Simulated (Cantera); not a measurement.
A closed system holds: 1 mol Fe₂O₃, 14 mol CO, at 1850 °C and 0.250 bar.

These are equilibrium values from Cantera (NASA tables, ideal gas, pure condensed phases), not measurements of a reactor. Candidate condensed phases: C, Fe, Fe(CO)₅, FeO, Fe₂O₃, Fe₃O₄; 15 gas species. Each liquid is taken as pure. Mutual solubility and eutectic melting of coexisting phases are not modelled. The tables' stoichiometric FeO is somewhat more stable than real wüstite, so its field is too wide. FeO: taken at fixed stoichiometry. Kinetics and transport are ignored.

Base state: CO 0.908, CO₂ 0.0863, Fe 0.00533, FeO 6.69e-5 (mole fractions); condensed: Fe(l) + FeO(l).

Question: What changes in the equilibrium state with this change: pressure from 0.250 bar to 1.00 bar?

Answer: 
```
species       before    after
-----------  -------  -------
CO             0.908    0.912
CO₂           0.0863   0.0866
Fe           0.00533  0.00133
FeO          6.69e-5  1.67e-5
Fe(l), mol     0.139    0.195
FeO(l), mol     1.78     1.79
```

Question: What changes in the equilibrium state with this change: temperature from 1850 °C to 1502 °C?

Answer: 
| species | before | after |
|---|---|---|
| CO | 0.908 | 0.890 |
| CO₂ | 0.0863 | 0.110 |
| Fe | 0.00533 | 8.15e-5 |
| FeO | 6.69e-5 | 4.05e-7 |
| Fe(l), mol | 0.139 | 0 |
| FeO(l), mol | 1.78 | 1.46 |
| Fe(δ), mol | 0 | 0.536 |

Question: What changes in the equilibrium state with this change: temperature from 1850 °C to 2202 °C?

Answer: 
```
species       before     after
-----------  -------  --------
CO             0.908     0.820
CO₂           0.0863     0.122
Fe           0.00533    0.0552
O₂           4.36e-7   9.21e-5
O            2.15e-6  0.000246
FeO          6.69e-5   0.00250
Fe(l), mol     0.139         0
FeO(l), mol     1.78      1.14
```
